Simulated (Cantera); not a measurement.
A closed system holds: 1 mol n-butane, 1.5 mol CO2, 0.36 mol N2, held at 2702 °C and 0.100 bar.

Method: chemical equilibrium by Gibbs-energy minimisation in Cantera with the NASA 1993 tables (ideal gas, pure condensed phases). Candidate condensed phases: C, C6H6, C7H8, C8H18, H2O; 136 gas species. Kinetics and transport are ignored.

Base state: H2 0.345, CO 0.308, H 0.272, N2 0.0256, C2H2 (acetylene) 0.0200, HCN 0.0180, HNC 0.00333, C2H 0.00260 (mole fractions); condensed: C(graphite).

Task: What changes in the equilibrium state with this change: temperature from 2702 °C to 1127 °C?

Result: 
```csv
species,before,after
H2,0.345,0.598
CO,0.308,0.359
N2,0.0256,0.0430
H,0.272,1.19e-5
C2H2 (acetylene),0.0200,1.51e-6
HCN,0.0180,7.96e-5
C2H,0.00260,<1e-9
C3,0.00238,<1e-9
CN,0.00143,<1e-9
"C(graphite), mol",1.74,2.50
```
